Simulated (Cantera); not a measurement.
## PbO + H₂ (iron carbonyl, mercury and lead vapours)

Feed: 1 mol PbO, 14 mol H₂, equilibrated at 14.0 Pa.

Cantera equilibrium calculation (NASA polynomials, part measured and part estimated; ideal gas, pure solids and liquids). Candidate condensed phases: H₂O, Pb, PbO, PbO₂, Pb₃O₄; 12 gas species. Rates play no part.

From 452 °C to 702 °C the condensed part is Pb(l). From 752 °C to 1102 °C nothing is condensed. The main Pb-bearing gas is Pb throughout.

| T (°C) | log p H₂ | log p H₂O | log p Pb | log p H | log p PbO | log p OH | log p Pb₂ | n Pb(l) |
|---|---|---|---|---|---|---|---|---|
| 452 | -3.89 | -5.00 | -8.47 | -14.97 | <-15 | <-15 | <-15 | 1.000 |
| 502 | -3.89 | -5.00 | -7.60 | -13.95 | <-15 | <-15 | -15.01 | 0.998 |
| 552 | -3.89 | -5.00 | -6.84 | -13.04 | -14.86 | <-15 | -13.73 | 0.986 |
| 602 | -3.89 | -5.00 | -6.17 | -12.24 | -13.75 | <-15 | -12.61 | 0.932 |
| 652 | -3.89 | -5.01 | -5.57 | -11.53 | -12.76 | -15.57 | -11.60 | 0.728 |
| 702 | -3.92 | -5.03 | -5.04 | -10.90 | -11.87 | -14.75 | -10.71 | 0.0191 |
| 752 | -3.92 | -5.03 | -5.03 | -10.32 | -11.55 | -14.01 | -10.85 | 0 |
| 802 | -3.92 | -5.03 | -5.03 | -9.79 | -11.26 | -13.33 | -10.99 | 0 |
| 852 | -3.92 | -5.03 | -5.03 | -9.31 | -10.99 | -12.71 | -11.12 | 0 |
| 902 | -3.92 | -5.03 | -5.03 | -8.87 | -10.75 | -12.14 | -11.24 | 0 |
| 952 | -3.92 | -5.03 | -5.03 | -8.46 | -10.53 | -11.62 | -11.35 | 0 |
| 1002 | -3.92 | -5.03 | -5.03 | -8.09 | -10.32 | -11.14 | -11.45 | 0 |
| 1052 | -3.92 | -5.03 | -5.03 | -7.74 | -10.13 | -10.69 | -11.55 | 0 |
| 1102 | -3.92 | -5.03 | -5.03 | -7.42 | -9.95 | -10.28 | -11.63 | 0 |
log p: log10 of the partial pressure in bar; n: condensed amount in mol.
